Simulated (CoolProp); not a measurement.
Nitrogen at 767.86 K and 1.31 MPa is throttled through a valve to 0.145 MPa with no heat exchange. Each further row changes one setting.

The numbers come from the reference Helmholtz-energy equation of state, Span 2000 in CoolProp.

```tsv
case	final density (kg/m³)
as stated	?
outlet pressure 0.0435 MPa	?
outlet pressure 0.189 MPa	?
```

Question: Fill in the missing entries.

Answer: 
- as stated, final density (kg/m³): 0.636
- outlet pressure 0.0435 MPa, final density (kg/m³): 0.191
- outlet pressure 0.189 MPa, final density (kg/m³): 0.828
